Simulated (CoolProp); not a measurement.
Vapour-liquid equilibrium of n-perfluorobutane (1) + R365MFC (2) at 33.55 °C; x and y are mole fractions of (1).

Model: multi-fluid Helmholtz-energy mixture model, Gao 2022 and Lemmon 2016; pair parameters Bell 2016, in CoolProp.

```
x     bubble pressure (bar)  y at the bubble point  dew pressure at overall composition x (bar)  liquid density (mol/L)
----  ---------------------  ---------------------  -------------------------------------------  ----------------------
0.05                  1.379                  0.437                                            …                   8.214
0.2                   2.341                  0.691                                       0.9860                   7.783
0.35                  2.734                  0.753                                        1.204                       …
0.5                   2.949                  0.787                                        1.539                   7.026
0.65                  3.129                  0.823                                        2.112                   6.708
0.8                   3.304                  0.875                                        3.019                   6.434
0.95                      …                  0.960                                        3.442                   6.205
```

Problem. What belongs in the gaps?

Solution. 
- 0.05, dew pressure at overall composition x (bar): 0.8341
- 0.35, liquid density (mol/L): 7.386
- 0.95, bubble pressure (bar): 3.453

No azeotrope shows between x = 0.05 and 0.95.

The pair parameters rest on a limited set of measurements; away from them the model extrapolates. With so large a gap from Raoult's law the liquid may split in two, which this calculation doesn't test in full.
